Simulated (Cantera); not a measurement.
## Equilibrium for fluorocarbon and chlorocarbon gases: CH3F + CH4 + HCl

Feed: 1 mol CH3F, 0.18 mol CH4, 0.075 mol HCl.

Equilibrium computed with Cantera from the NASA thermochemical tables; the gas is ideal and each condensed phase is pure. Candidate condensed phases: C, C6H6, C7H8, C8H18; 118 gas species. Kinetics and transport are ignored.

Stable condensed phases:

```
T in K \ P in Pa
              1    6.8     46    320   2200  15000 100000
   3123       A      A      A      A      B      B      B
   2923       A      A      A      B      B      B      B
   2723       A      A      B      B      B      B      B
   2523       B      B      B      B      B      B      B
   2323       B      B      B      B      B      B      B
   2123       B      B      B      B      B      B      B
   1923       B      B      B      B      B      B      B
   1723       B      B      B      B      B      B      B
   1523       B      B      B      B      B      B      B
   1323       B      B      B      B      B      B      B
   1123       B      B      B      B      B      B      B
    923       B      B      B      B      B      B      B
    723       B      B      B      B      B      B      B
```

A: gas only; B: C.
